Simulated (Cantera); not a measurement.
# Oxide etching and cleaning by halides: MgO + NF3

Charge: 1 mol MgO, a varied amount of NF3, at 1848.15 K and 0.000230 bar.

Method: chemical equilibrium by Gibbs-energy minimisation in Cantera with the NASA 1993 tables (ideal gas, pure condensed phases). Candidate condensed phases: Mg, MgF2, MgO; 24 gas species. The numbers say what is thermodynamically allowed, not how fast it happens.

| n(NF3) (mol) | x F | x MgF2 | x O2 | x N2 | x O | x NO | x MgF | n MgO(s) |
|---|---|---|---|---|---|---|---|---|
| 0.51 | 0.000571 | 0.542 | 0.267 | 0.180 | 0.00646 | 0.00263 | 0.00143 | 0.234 |
| 0.76 | 0.129 | 0.462 | 0.227 | 0.174 | 0.00595 | 0.00238 | 5.39e-6 | 0 |
| 1.1 | 0.387 | 0.298 | 0.146 | 0.163 | 0.00477 | 0.00184 | 1.16e-6 | 0 |
| 1.7 | 0.568 | 0.183 | 0.0890 | 0.155 | 0.00373 | 0.00141 | 4.87e-7 | 0 |
| 2.5 | 0.666 | 0.121 | 0.0584 | 0.151 | 0.00302 | 0.00112 | 2.75e-7 | 0 |
| 3.7 | 0.730 | 0.0802 | 0.0384 | 0.148 | 0.00245 | 0.000904 | 1.66e-7 | 0 |
| 5.5 | 0.773 | 0.0533 | 0.0253 | 0.146 | 0.00199 | 0.000728 | 1.04e-7 | 0 |
| 8.2 | 0.801 | 0.0354 | 0.0166 | 0.145 | 0.00161 | 0.000588 | 6.68e-8 | 0 |
x: gas mole fraction; n: condensed amount in mol.

At 0.51 mol NF3 the condensed part is MgO(s). From 0.76 mol NF3 to 8.2 mol NF3 nothing is condensed. The main Mg-bearing gas is MgF2 throughout.
